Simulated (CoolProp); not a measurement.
Vapour-liquid equilibrium of propane (1) + R236FA (2) at 0.302 MPa; x and y are mole fractions of (1).

The numbers come from the multi-fluid Helmholtz-energy mixture model, Lemmon 2009 and Pan 2012; pair parameters Bell 2016 in CoolProp.

| x | bubble temperature, mixture model (°C) | bubble temperature, Raoult's law (°C) | y, mixture model | y, Raoult's law |
|---|---|---|---|---|
| 0.05 | 16.1 | 24.6 | 0.347 | 0.156 |
| 0.2 | -3.8 | 15.2 | 0.723 | 0.487 |
| 0.35 | -9.9 | 7.5 | 0.802 | 0.687 |
| 0.5 | -11.8 | 1.1 | 0.827 | 0.813 |
| 0.65 | -12.7 | -4.2 | 0.843 | 0.895 |
| 0.8 | -13.6 | -8.8 | 0.872 | 0.951 |
| 0.95 | -14.2 | -12.8 | 0.949 | 0.990 |

The largest gap from Raoult's law is -19.0 K in bubble temperature, at x = 0.2. y crosses x between x = 0.8 and 0.95: the model has an azeotrope there.

The pair parameters rest on a limited set of measurements; away from them the model extrapolates. With so large a gap from Raoult's law the liquid may split in two, which this calculation doesn't test in full.
